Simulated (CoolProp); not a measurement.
Vapour-liquid equilibrium of dimethyl ether (1) + R236EA (2) at 12.55 °C; x and y are mole fractions of (1).

The numbers come from the multi-fluid Helmholtz-energy mixture model, Wu 2011 and Rui 2013; pair parameters Bell 2016 in CoolProp.

```
x     bubble pressure (MPa)  y at the bubble point  dew pressure at overall composition x (MPa)  liquid density (mol/L)
----  ---------------------  ---------------------  -------------------------------------------  ----------------------
0.05                 0.1319                  0.061                                       0.1316                   9.845
0.15                 0.1361                  0.192                                       0.1346                   10.28
0.25                 0.1435                  0.340                                       0.1386                   10.74
0.35                 0.1558                  0.497                                       0.1441                   11.22
0.45                 0.1750                  0.648                                       0.1515                   11.72
0.55                 0.2029                  0.777                                       0.1614                   12.24
0.65                 0.2400                  0.873                                       0.1753                   12.79
0.75                 0.2852                  0.936                                       0.1957                   13.35
0.85                 0.3349                  0.974                                       0.2291                   13.92
0.95                 0.3834                  0.994                                       0.3001                   14.50
```

No azeotrope shows between x = 0.05 and 0.95.

Pair parameters are fitted to limited data, so mixtures are less certain than the pure fluids.
